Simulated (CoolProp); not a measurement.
Vapour-liquid equilibrium of propylene (1) + R22 (2) at -41.25 °C; x and y are mole fractions of (1).

The numbers come from the multi-fluid Helmholtz-energy mixture model, Lemmon 2013 and Kamei 1995; pair parameters Bell 2016 in CoolProp.

```
x     bubble pressure, mixture model (kPa)  bubble pressure, Raoult's law (kPa)  y, mixture model  y, Raoult's law
----  ------------------------------------  -----------------------------------  ----------------  ---------------
0.05                                 104.1                                101.0             0.092            0.066
0.2                                  115.7                                106.2             0.298            0.253
0.35                                 123.8                                111.5             0.447            0.421
0.5                                  129.5                                116.7             0.571            0.575
0.65                                 133.2                                121.9             0.687            0.715
0.8                                  135.1                                127.2             0.808            0.844
0.95                                 134.8                                132.4             0.947            0.963
```

The largest gap from Raoult's law is +11.0 % in bubble pressure, at x = 0.35. y crosses x between x = 0.8 and 0.95: the model has an azeotrope there.

The pair parameters rest on a limited set of measurements; away from them the model extrapolates.
